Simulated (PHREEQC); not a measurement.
**Acid mine or pickling water**

A made-up water analysis in mg/L, 14 °C, pH 3.16, pe 12.4:

```
constituent   mg/L
-----------  -----
Na             366
K              3.3
Ca             218
Mg            3.34
Cl             151
S(6) as SO4   1290
Al           0.131
```

Na is adjusted to close the charge balance.
Valence states are taken as typed.

Equilibrium calculation in PHREEQC: ion-association model, phreeqc.dat.

Precipitation was switched off in this run.

Problem. Estimate the ionic strength, specific conductance.

Solution. ionic strength 0.0418 mol/kgw; specific conductance 2350 µS/cm.

Problem. In which forms is Al present?

Solution. AlSO4+ 73 %, Al+3 16 %, Al(SO4)2- 12 % of the Al.

Constants without temperature data keep their 25 °C values here.
